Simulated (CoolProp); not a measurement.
The numbers come from the reference Helmholtz-energy equation of state, Aleksandrov 2011 in CoolProp. It is a short technical equation, of lower accuracy than the large ones.

### Question
Give the vapour pressure (MPa), liquid density (kg/m³), vapour density (kg/m³), liquid cp (kJ/(kg K)) of saturated n-undecane at 394.1, 434.2, 444.2 K.

### Answer
```tsv
T (K)	p (MPa)	liquid density (kg/m³)	vapour density (kg/m³)	liquid cp (kJ/(kg K))
394.1	0.0104	663	0.501	2.57
434.2	0.0397	630	1.78	2.74
444.2	0.0530	621	2.35	2.78
```
